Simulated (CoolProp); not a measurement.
Model: reference Helmholtz-energy equation of state, Akasaka 2019, in CoolProp.

### Question
For R1234ze(Z), give the phase and the speed of sound (m/s), isothermal compressibility (1/MPa) at 36.85 °C and 22.1 bar.

### Answer
- 36.85 °C and 22.1 bar: liquid; speed of sound 603, isothermal compressibility 0.00331
